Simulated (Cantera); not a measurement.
What does this Cantera script print?

```python
import numpy as np
import cantera as ct

gas = ct.Solution("gri30.yaml")
gas.TPX = 1150, 1333, {'H2': 0.019, 'O2': 1, 'N2': 4.3}
reactor = ct.IdealGasConstPressureReactor(gas, energy="off", clone=False)
net = ct.ReactorNet([reactor])
net.rtol, net.atol = 1e-08, 1e-18
show = ['H2', 'O2', 'NO2', 'O', 'HO2', 'NO', 'H']
times = np.geomspace(1e-05, 100, 9)

steps = ct.SolutionArray(gas, extra=["t"])
rows = []
print(f"{'t/s':>10s}{'T/K':>9s}{'P/Pa':>11s}" + "".join(f"{s:>11s}" for s in show))
for t in times:
    while net.time < t:
        t_next = net.step()
        steps.append(gas.state, t=t_next)
    rows.append([np.interp(t, steps.t, y) for y in (steps.T, steps.P, *steps(*show).X.T)])
    print(f"{t:10.3e}{rows[-1][0]:9.1f}{rows[-1][1]:11.4g}" + "".join(f"{x:11.3e}" for x in rows[-1][2:]))
rate = np.gradient(steps.T, steps.t)
print("integrator steps:", len(steps.t))
if steps.T.max() > steps.T[0] + 200:
    print(f"time of steepest temperature rise: {steps.t[rate.argmax()]:.4e} s")
gas.TPX = 1150, 1333, {'H2': 0.019, 'O2': 1, 'N2': 4.3}
gas.equilibrate("TP")
print(f"equilibrium (TP): T = {gas.T:.1f} K  " + "  ".join(f"{s} {gas[s].X[0]:.3e}" for s in show))
```

Output:

```
       t/s      T/K       P/Pa         H2         O2        NO2          O        HO2         NO          H
 1.000e-05   1150.0       1333  3.572e-03  1.880e-01  1.049e-36  4.035e-14  2.297e-12  8.031e-27  2.257e-12
 7.499e-05   1150.0       1333  3.572e-03  1.880e-01  3.339e-33  2.100e-12  1.724e-11  3.598e-24  1.517e-11
 5.623e-04   1150.0       1333  3.572e-03  1.880e-01  1.799e-29  7.642e-11  1.295e-10  1.502e-21  6.733e-11
 4.217e-03   1150.0       1333  3.572e-03  1.880e-01  1.457e-25  3.076e-09  9.841e-10  4.232e-19  7.302e-10
 3.162e-02   1150.0       1333  1.346e-03  1.862e-01  9.431e-15  1.358e-03  5.552e-07  2.032e-10  3.829e-04
 2.371e-01   1150.0       1333  1.801e-05  1.855e-01  1.731e-12  1.763e-03  3.053e-07  2.059e-08  1.501e-04
 1.778e+00   1150.0       1333  2.484e-06  1.864e-01  9.433e-12  2.383e-04  1.191e-07  3.755e-08  7.526e-06
 1.334e+01   1150.0       1333  8.352e-08  1.865e-01  3.203e-11  8.159e-06  1.214e-08  4.123e-08  4.796e-08
 1.000e+02   1150.0       1333  3.886e-09  1.866e-01  3.656e-11  3.871e-07  9.181e-10  4.218e-08  4.966e-10
integrator steps: 1526
equilibrium (TP): T = 1150.0 K  H2 3.103e-10  O2 1.865e-01  NO2 2.971e-07  O 3.129e-08  HO2 4.414e-10  NO 1.261e-04  H 1.146e-11
```

Detailed kinetics in Cantera: GRI-Mech 3.0 (53 species, 325 reactions). Radical loss at walls, strong at low pressure, is not modelled.
